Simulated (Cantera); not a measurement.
## Catalytic combustion on Pt

An isothermal plug-flow reactor at 1050 K and 0.650 bar (inlet), inlet velocity 0.25 m/s, active area per volume 220 1/m; feed 0.330 % CH₄, 6.49 % O₂, 93.2 % N₂, equivalence ratio 0.10.

Model: Deutschmann's 1995 Pt surface mechanism with GRI-Mech 3.0 gas chemistry, integrated in Cantera. Catalytic surfaces can have several steady states; this one follows from the mechanism file's or the stated starting coverage. Mass transfer to the wall is taken as infinitely fast.

| z (m) | x CH₄ | x O₂ | x H₂O | x CO₂ | x CO | θ free Pt | θ O* |
|---|---|---|---|---|---|---|---|
| 6.2e-05 | 0.00327 | 0.0648 | 6.87e-5 | 3.24e-5 | 1.99e-6 | 0.304 | 0.695 |
| 0.00013 | 0.00323 | 0.0647 | 0.000143 | 6.93e-5 | 2.34e-6 | 0.304 | 0.695 |
| 0.00029 | 0.00314 | 0.0646 | 0.000316 | 0.000155 | 2.34e-6 | 0.304 | 0.695 |
| 0.00062 | 0.00297 | 0.0642 | 0.000657 | 0.000326 | 2.22e-6 | 0.305 | 0.695 |
| 0.0013 | 0.00265 | 0.0636 | 0.00131 | 0.000650 | 1.98e-6 | 0.305 | 0.694 |
| 0.0029 | 0.00201 | 0.0623 | 0.00257 | 0.00128 | 1.51e-6 | 0.306 | 0.693 |
| 0.0062 | 0.00113 | 0.0606 | 0.00431 | 0.00215 | 8.58e-7 | 0.307 | 0.692 |
x: gas mole fraction; θ: surface coverage.
